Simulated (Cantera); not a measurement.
A freely propagating, adiabatic, planar premixed flame of H2 : O2 : N2 = 1 : 0.333 : 1.25 (molar parts), equivalence ratio 1.5, unburnt at 550 K and 255 Torr; mixture-averaged transport, grid criteria slope 0.08 and curve 0.16, no radiation.

Cantera simulation using the H2/O2 subset of GRI-Mech 3.0, which has no nitrogen chemistry; the numbers are that mechanism's predictions, not measurements. Burning velocities carry a grid error of a few per cent, more on coarse grids.

Q: What does this change do: inlet temperature 550 to 323 K?

A: 
```csv
quantity,before,after
laminar burning velocity,682 cm/s,311 cm/s
thermal thickness,1.78 mm,1.42 mm
peak x(OH),0.0112,0.00844
peak x(O),0.00823,0.00648
peak x(H2O2),4.81e-6,7.52e-5
```

Q: What does this change do: 0.2 parts H2O added?

A: 
| quantity | before | after |
|---|---|---|
| laminar burning velocity | 682 cm/s | 634 cm/s |
| thermal thickness | 1.78 mm | 1.70 mm |
| peak x(OH) | 0.0112 | 0.0101 |
| peak x(O) | 0.00823 | 0.00656 |
| peak x(H2O2) | 4.81e-6 | 7.66e-6 |

Q: What does this change do: N2 1.25 to 1.6 parts?

A: 
| quantity | before | after |
|---|---|---|
| laminar burning velocity | 682 cm/s | 569 cm/s |
| thermal thickness | 1.78 mm | 1.89 mm |
| peak x(OH) | 0.0112 | 0.00775 |
| peak x(O) | 0.00823 | 0.00642 |
| peak x(H2O2) | 4.81e-6 | 4.59e-6 |
